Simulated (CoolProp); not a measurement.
A closed Brayton cycle with carbon dioxide: compressor inlet 329.15 K and 8.1 MPa, high pressure 24.4 MPa, turbine inlet 745 K, compressor efficiency 0.8, turbine efficiency 0.85, recuperator effectiveness 0.95 (on enthalpy, no pinch check). Each further row changes one setting.

Computed with CoolProp (reference Helmholtz-energy equation of state, Span 1996).

```
case                           thermal efficiency (%)  net work (kJ/kg)  compressor to turbine work  compressor exit (K)  turbine exit (K)
-----------------------------  ----------------------  ----------------  --------------------------  -------------------  ----------------
as stated                                        26.5              54.2                        0.55                428.2             627.6
turbine inlet 695 K                              23.1                 …                        0.60                428.2             581.7
compressor inlet 339.15 K                        24.2                 …                        0.60                444.2             627.6
high pressure 20.7 MPa                           27.0              49.6                           …                412.8                 …
recuperator effectiveness 0.5                    17.7              54.2                        0.55                428.2             627.6
```

Q: Some entries are withheld; supply them.

A: 
- turbine inlet 695 K, net work (kJ/kg): 44.4
- compressor inlet 339.15 K, net work (kJ/kg): 47.4
- high pressure 20.7 MPa, compressor to turbine work: 0.52
- high pressure 20.7 MPa, turbine exit (K): 644.7
